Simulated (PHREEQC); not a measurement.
# Acid rinse or clean

Consider water at 25 °C with 110 mmol/kgw HF, 3.9 mmol/kgw ZnSO4 and 0.77 mmol/kgw CuCl2. Closed to the air; pH follows from the charge balance.

The numbers come from PHREEQC with the ion-association model, phreeqc.dat.

Each row changes one thing in this solution. This is a speciation only: nothing precipitates in the calculation.

```json
[
 {"case": "as made", "pH": "2.04", "ionic strength (mol/kgw)": "0.0241", "HF (mol/kgw)": "0.0955", "F- (mol/kgw)": "0.00823", "Zn+2 (mol/kgw)": "0.00319", "HF2- (mol/kgw)": "0.00301"},
 {"case": "temperature from 25 to 60 °C", "pH": "…", "ionic strength (mol/kgw)": "0.0207", "HF (mol/kgw)": "0.0984", "F- (mol/kgw)": "0.00607", "Zn+2 (mol/kgw)": "0.00315", "HF2- (mol/kgw)": "0.00263"},
 {"case": "diluted 2-fold with water", "pH": "2.22", "ionic strength (mol/kgw)": "0.0139", "HF (mol/kgw)": "0.0468", "F- (mol/kgw)": "0.00593", "Zn+2 (mol/kgw)": "0.00167", "HF2- (mol/kgw)": "0.00107"},
 {"case": "ZnSO4 from 0.0039 to 0.00429 mol/kgw", "pH": "2.04", "ionic strength (mol/kgw)": "0.0252", "HF (mol/kgw)": "0.0954", "F- (mol/kgw)": "0.00827", "Zn+2 (mol/kgw)": "0.00348", "HF2- (mol/kgw)": "0.00303"},
 {"case": "temperature from 25 to 80 °C", "pH": "2.29", "ionic strength (mol/kgw)": "0.0189", "HF (mol/kgw)": "0.100", "F- (mol/kgw)": "0.00519", "Zn+2 (mol/kgw)": "0.00314", "HF2- (mol/kgw)": "0.00222"},
 {"case": "0.032 mol/kgw Na2CO3 added", "pH": "3.23", "ionic strength (mol/kgw)": "0.0769", "HF (mol/kgw)": "0.0374", "F- (mol/kgw)": "0.0547", "Zn+2 (mol/kgw)": "0.00272", "HF2- (mol/kgw)": "0.00783"},
 {"case": "0.0014 mol/kgw HBr added", "pH": "2.01", "ionic strength (mol/kgw)": "0.0249", "HF (mol/kgw)": "0.0963", "F- (mol/kgw)": "0.00777", "Zn+2 (mol/kgw)": "0.00321", "HF2- (mol/kgw)": "0.00287"},
 {"case": "ZnSO4 from 0.0039 to 0.0078 mol/kgw", "pH": "2.06", "ionic strength (mol/kgw)": "…", "HF (mol/kgw)": "0.0946", "F- (mol/kgw)": "0.00865", "Zn+2 (mol/kgw)": "0.00591", "HF2- (mol/kgw)": "0.00314"},
 {"case": "ZnSO4 from 0.0039 to 0.00078 mol/kgw", "pH": "2.03", "ionic strength (mol/kgw)": "0.0152", "HF (mol/kgw)": "0.0964", "F- (mol/kgw)": "0.00777", "Zn+2 (mol/kgw)": "0.000703", "HF2- (mol/kgw)": "0.00287"}
]
```

### Question
What belongs in the gaps?

### Answer

- temperature from 25 to 60 °C, pH: 2.19
- ZnSO4 from 0.0039 to 0.0078 mol/kgw, ionic strength (mol/kgw): 0.0341

Away from 25 °C the constants follow the database's enthalpies or fits; those with neither stay at their 25 °C values.
